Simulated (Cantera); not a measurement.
Input: 1 mol Si, 0.014 mol H₂O, 48 mol N₂, held at 1723 K and 1 atm.

Cantera equilibrium calculation (NASA polynomials, part measured and part estimated; ideal gas, pure solids and liquids). Candidate condensed phases: H₂O, Si, SiO₂, Si₂N₂O, Si₃N₄; 35 gas species. Mutual solubility and eutectic melting of coexisting phases are not modelled. Rates play no part.

Base state: N₂ 1.000, H₂ 0.000294, SiO 1.21e-5 (mole fractions); condensed: Si₂N₂O(s) + Si₃N₄(s).

Q: What changes in the equilibrium state with this change: temperature from 1723 K to 2123.15 K?

A: 
```tsv
species	before	after
N₂	1.000	0.999
SiO	1.21e-5	0.000295
H₂	0.000294	0.000266
Si	1.71e-8	0.000138
Si₂N	<1e-9	2.64e-5
SiN	9.66e-9	2.74e-5
H	3.11e-6	5.82e-5
Si₂N₂O(s), mol	0.0134	0
Si₃N₄(s), mol	0.324	0.325
```
The tables' values for SiN are old estimates; treat these amounts as uncertain.
